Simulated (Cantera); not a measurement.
## Fluorocarbon and chlorocarbon gases: CHF3 + CH4 + H2

A closed system holds: 1 mol CHF3, 0.038 mol CH4, 0.11 mol H2, held at 2150 K and 0.0105 Torr.

Equilibrium computed with Cantera from the NASA thermochemical tables; the gas is ideal and each condensed phase is pure. Candidate condensed phases: C, C6H6, C7H8, C8H18; 95 gas species. Kinetics and transport are ignored.

- x(F): 0.527
- x(HF): 0.460
- x(CF2): 0.00752
- x(CF): 0.00486
- x(H): 0.000803
- x(C3): 6.12e-5
- x(C): 4.39e-5
- x(C2): 5.30e-6
- x(CF3): 2.74e-6
- n(C(graphite)): 1.00 mol
- gas amount: 2.980 mol
